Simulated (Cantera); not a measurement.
Feed: 1 mol MgO, 0.015 mol I₂, at 1773 K and 2.10 bar.

Method: chemical equilibrium by Gibbs-energy minimisation in Cantera with the NASA 1993 tables (ideal gas, pure condensed phases). Candidate condensed phases: I₂, Mg, MgI₂, MgO; 10 gas species. Equilibrium is a limit: real reactors are often held back by kinetics, nucleation or transport.

Problem. What is the equilibrium state?

Solution. 
```json
{
 "x(I)": "0.852",
 "x(I₂)": "0.147",
 "x(MgI₂)": "0.000252",
 "x(O₂)": "0.000126",
 "n(MgO(s))": "1.000 mol",
 "gas_amount": "0.02614 mol",
 "log10 activity of I₂(l) (absent)": "-2.73",
 "log10 activity of MgI₂(l) (absent)": "-5.02",
 "log10 activity of Mg(l) (absent)": "-10.11"
}
```
